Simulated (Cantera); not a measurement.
Adiabatic ignition

An adiabatic, constant-pressure homogeneous reactor starts with H2 : O2 : N2 = 1 : 0.847 : 9.32 (molar parts), equivalence ratio 0.59, at 1775 K and 18.0 bar.

Detailed kinetics in Cantera: GRI-Mech 3.0 (53 species, 325 reactions). The hydrogen kinetics of GRI-Mech 3.0 are dated; newer H2 mechanisms differ, most at raised pressure. The pressure lies above the range GRI-Mech 3.0 was tuned for (to about 10 atm).

| t (s) | T (K) | x H2 | x O2 | x H2O2 | x H2O | x H | x NO |
|---|---|---|---|---|---|---|---|
| 4.00e-6 | 2342 | 0.00205 | 0.0313 | 6.51e-7 | 0.0880 | 0.000784 | 7.84e-5 |
| 1.55e-5 | 2380 | 0.000443 | 0.0317 | 3.82e-7 | 0.0917 | 8.01e-5 | 9.70e-5 |
| 5.99e-5 | 2381 | 0.000398 | 0.0318 | 3.74e-7 | 0.0918 | 6.89e-5 | 0.000133 |
| 0.000232 | 2381 | 0.000397 | 0.0317 | 3.74e-7 | 0.0918 | 6.88e-5 | 0.000268 |
| 0.000896 | 2380 | 0.000397 | 0.0314 | 3.71e-7 | 0.0918 | 6.83e-5 | 0.000769 |
| 0.00346 | 2376 | 0.000394 | 0.0307 | 3.64e-7 | 0.0918 | 6.70e-5 | 0.00239 |
| 0.0134 | 2369 | 0.000390 | 0.0291 | 3.49e-7 | 0.0919 | 6.44e-5 | 0.00556 |
| 0.0518 | 2366 | 0.000388 | 0.0284 | 3.42e-7 | 0.0919 | 6.33e-5 | 0.00694 |
| 0.200 | 2366 | 0.000388 | 0.0284 | 3.42e-7 | 0.0919 | 6.33e-5 | 0.00696 |
| 0.776 | 2366 | 0.000388 | 0.0284 | 3.42e-7 | 0.0919 | 6.33e-5 | 0.00696 |
| 3.00 | 2366 | 0.000388 | 0.0284 | 3.42e-7 | 0.0919 | 6.33e-5 | 0.00696 |
x: mole fraction; the columns are a selection and need not sum to one.

```yaml
time_of_steepest_temperature_rise: 0.882 µs
temperature at 3.00 s: 2366 K
equilibrium_temperature: 2366 K
x(H2) at 3.00 s: 0.000388 (gas-phase equilibrium 0.000388)
x(O2) at 3.00 s: 0.0284 (gas-phase equilibrium 0.0284)
x(H2O2) at 3.00 s: 3.42e-7 (gas-phase equilibrium 3.42e-7)
```
